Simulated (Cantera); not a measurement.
# MgO + I2 + O2 + HI (chemical vapour transport)

Input: 1 mol MgO, 0.074 mol I2, 0.011 mol O2, 0.025 mol HI, held at 0.100 bar.

Equilibrium computed with Cantera from the NASA thermochemical tables; the gas is ideal and each condensed phase is pure. Candidate condensed phases: H2O, I2, Mg, MgI2, MgO, Mg(OH)2; 20 gas species. Equilibrium is a limit: real reactors are often held back by kinetics, nucleation or transport.

From 650 °C to 1475 °C the condensed part is MgO(s).

```csv
T (°C),x I,x I2,x H2O,x O2,x HI,x OH,x H2,x O,n MgO(s)
650,0.0712,0.768,0.116,0.0442,1.80e-5,2.92e-8,1.27e-11,8.29e-12,1.00
725,0.144,0.701,0.112,0.0425,5.37e-5,1.39e-7,1.41e-10,9.64e-11,1.00
800,0.255,0.600,0.105,0.0400,0.000131,5.23e-7,1.11e-9,7.87e-10,1.00
875,0.397,0.469,0.0964,0.0368,0.000268,1.62e-6,6.53e-9,4.81e-9,1.00
950,0.548,0.331,0.0872,0.0334,0.000467,4.26e-6,3.07e-8,2.33e-8,1.00
1025,0.679,0.211,0.0792,0.0304,0.000709,1.00e-5,1.20e-7,9.41e-8,1.00
1100,0.773,0.125,0.0734,0.0283,0.000971,2.16e-5,4.09e-7,3.28e-7,1.00
1175,0.831,0.0713,0.0698,0.0271,0.00124,4.36e-5,1.23e-6,1.01e-6,1.00
1250,0.864,0.0408,0.0676,0.0264,0.00150,8.29e-5,3.37e-6,2.83e-6,1.00
1325,0.882,0.0239,0.0663,0.0260,0.00177,0.000150,8.43e-6,7.22e-6,1.00
1400,0.892,0.0145,0.0655,0.0258,0.00204,0.000257,1.95e-5,1.70e-5,1.00
1475,0.898,0.00905,0.0649,0.0257,0.00232,0.000423,4.19e-5,3.72e-5,1.000
```
x: gas mole fraction; n: condensed amount in mol.
